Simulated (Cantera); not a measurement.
A perfectly stirred reactor is fed with CH4 : N2 = 1 : 17 (molar parts), at 0.640 bar; it is held at 1098 K, and followed from long to short residence time.

Computed with Cantera and GRI-Mech 3.0 (53 species, 325 reactions). GRI-Mech 3.0 stops at C3 and has no aromatics, soot or wall deposition, so with more carbon than oxygen in the feed, carbon stays in small species such as C2H2 where larger ones or solid carbon would form.

What does this change do: temperature 1098 to 1600 K?


```tsv
quantity	before	after
x(CH4) at τ = 0.440 s	0.0556	0.0218
x(CH3) at τ = 0.440 s	3.79e-8	9.81e-5
x(C2H) at τ = 0.440 s	<1e-12	1.19e-8
x(HCN) at τ = 0.440 s	<1e-12	1.42e-7
x(CH2) at τ = 0.440 s	<1e-12	1.96e-8
x(CH4) at τ = 11.0 ms	0.0556	0.0507
x(CH3) at τ = 11.0 ms	2.30e-9	0.000252
x(C2H) at τ = 11.0 ms	<1e-12	1.26e-9
x(HCN) at τ = 11.0 ms	<1e-12	2.00e-9
x(CH2) at τ = 11.0 ms	<1e-12	5.18e-8
```
